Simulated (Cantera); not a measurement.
An adiabatic, constant-pressure homogeneous reactor starts with C₃H₈ : O₂ : N₂ = 1 : 11.1 : 41.8 (molar parts), at 1675 K and 5030 Torr. Integrator tolerance rtol = 1e-08.

Detailed kinetics in Cantera: GRI-Mech 3.0 (53 species, 325 reactions). GRI-Mech 3.0 was tuned for natural gas; its chemistry of propane as a main component is partial and can be far from experiment.

```csv
quantity,before,after
time of steepest temperature rise,5.88 µs,5.38 µs
temperature at 1.00 s,2534 K,2708 K
equilibrium temperature,2534 K,2708 K
x(C₃H₈) at 1.00 s,<1e-12 (gas-phase equilibrium <1e-12),<1e-12 (gas-phase equilibrium <1e-12)
x(O₂) at 1.00 s,0.101 (gas-phase equilibrium 0.101),0.0983 (gas-phase equilibrium 0.0983)
x(HCN) at 1.00 s,6.89e-12 (gas-phase equilibrium 6.89e-12),4.34e-11 (gas-phase equilibrium 4.34e-11)
x(CH₃) at 1.00 s,<1e-12 (gas-phase equilibrium <1e-12),<1e-12 (gas-phase equilibrium <1e-12)
x(CH₄) at 1.00 s,<1e-12 (gas-phase equilibrium <1e-12),<1e-12 (gas-phase equilibrium <1e-12)
x(CO) at 1.00 s,0.00277 (gas-phase equilibrium 0.00277),0.00484 (gas-phase equilibrium 0.00484)
x(HO₂) at 1.00 s,1.20e-5 (gas-phase equilibrium 1.20e-5),1.98e-5 (gas-phase equilibrium 1.98e-5)
```

Problem. Name the change that produced these shifts.
A) pressure from 5030 Torr to 900 Torr
B) pressure from 5030 Torr to 2180 Torr
C) constant volume in place of constant pressure
D) initial temperature 1675 to 1425 K

Solution. C, constant volume in place of constant pressure
